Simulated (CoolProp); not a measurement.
Saturation properties of R1234ze(E).

Computed with CoolProp (reference Helmholtz-energy equation of state, Thol 2016).

```tsv
T (K)	p (MPa)	enthalpy of vaporisation (kJ/kg)	liquid cp (kJ/(kg K))	vapour Z	liquid conductivity (mW/(m K))
288.6	0.3695	173.9	1.357	0.8956	77.5
299	0.5115	166.3	1.388	0.8690	(withheld)
309.4	0.6912	158.0	1.427	0.8383	70.4
319.8	0.9148	148.8	1.475	0.8030	67.1
330.2	1.189	138.6	1.537	0.7625	63.8
340.6	1.520	(withheld)	1.623	0.7158	(withheld)
350.9	1.913	113.5	1.753	0.6617	57.5
361.3	2.383	96.84	1.994	0.5957	54.4
371.7	2.940	74.37	2.656	0.5093	51.7
```

Problem. What belongs in the gaps?

Solution. 
- 299, liquid conductivity (mW/(m K)): 73.9
- 340.6, enthalpy of vaporisation (kJ/kg): 127.0
- 340.6, liquid conductivity (mW/(m K)): 60.6

It boils at 254.2 K under 1 atm.

Thermal conductivity comes from a separate model (Perkins 2011).
